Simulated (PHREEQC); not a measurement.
0.5 mol of Cu3(PO4)2:3H2O (Cu3(PO4)2:3H2O) is brought to equilibrium with 1 kg of water, with rising amounts of Na2SO4, at 25 °C. Oxygen is held at 0.21 atm. The system is closed to CO2. Only these solids could form: Cu3(PO4)2:3H2O, Tenorite, Brochantite, Antlerite, Mirabilite, Chalcanthite.

The numbers come from PHREEQC with the ion-association model, wateq4f.dat.

| Na2SO4 added (mol) | pH | dissolved Cu (mol/kgw) | dissolved P (mol/kgw) | Brochantite (mol) | Tenorite (mol) |
|---|---|---|---|---|---|
| 0 | 5.79 | 0.000124 | 0.000238 | 0 | 0.000232 |
| 0.00417 | … | 0.000123 | 0.000610 | 0.000198 | 0 |
| 0.00625 | 5.79 | 0.000140 | 0.000695 | 0.000226 | 0 |
| 0.00833 | … | 0.000154 | 0.000763 | 0.000248 | 0 |
| 0.0125 | … | 0.000177 | 0.000869 | 0.000282 | 0 |
| 0.0167 | 5.75 | 0.000195 | 0.000953 | 0.000309 | 0 |
| 0.0187 | 5.75 | 0.000203 | 0.000988 | 0.000320 | 0 |
| 0.0208 | 5.74 | 0.000211 | 0.00102 | 0.000331 | 0 |
| 0.025 | 5.74 | 0.000225 | 0.00108 | 0.000350 | 0 |

**Question.** What belongs in the gaps?

**Answer.** 
- 0.00417, pH: 5.81
- 0.00833, pH: 5.77
- 0.0125, pH: 5.76

Species that the database lacks are ignored. H3PO4, which wateq4f.dat lacks, is added to it with the constant of phreeqc.dat. The database has no phosphate complexes of Cu.
